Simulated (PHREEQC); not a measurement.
0.042 g of hydrous ferric oxide (600 m²/g; 0.2 weak and 0.005 strong sites per Fe, Dzombak-Morel constants, diffuse double layer) in 1 kg of water with 0.05 mol/kgw of an inert sodium salt and 9.7e-07 mol Ag2SO4, at 25 °C; the pH is set by adding NaOH or the inert anion's acid. O2 is buffered at 0.21 atm. The system is closed to CO2. No solid was allowed to form.

Base run: PHREEQC, ion-association model, wateq4f.dat. Each further column changes one thing. The table gives Ag sorbed (%).

| pH | base | no electrostatic term (-no_edl) | background salt from 0.05 to 0.005 mol/kgw | oxide from 0.042 to 0.21 g/kgw |
|---|---|---|---|---|
| 4 | 0.0 | 0.0 | 0.0 | 0.0 |
| 4.5 | 0.0 | 0.0 | 0.1 | 0.2 |
| 5 | 0.2 | 0.0 | 0.3 | 0.9 |
| 5.5 | 0.7 | 0.0 | 0.9 | 3.4 |
| 6 | 2.4 | 0.2 | ___ | 11.1 |
| 6.5 | 7.5 | 1.6 | 8.6 | 29.1 |
| 7 | 19.2 | 10.4 | 21.1 | 56.1 |
| 7.5 | 38.4 | 34.1 | 40.8 | 79.7 |
| 8 | 59.9 | 59.8 | 62.0 | 92.4 |
| 8.5 | 77.7 | 76.4 | 79.2 | 97.4 |
| 9 | 89.4 | ___ | ___ | ___ |
| 9.5 | 95.7 | 88.4 | 96.2 | 99.7 |
| 10 | 98.4 | 89.6 | 98.7 | 99.9 |

### Question
What belongs in the gaps?

### Answer

- 6, background salt from 0.05 to 0.005 mol/kgw: 3.0
- 9, no electrostatic term (-no_edl): 84.9
- 9, background salt from 0.05 to 0.005 mol/kgw: 90.4
- 9, oxide from 0.042 to 0.21 g/kgw: 99.2
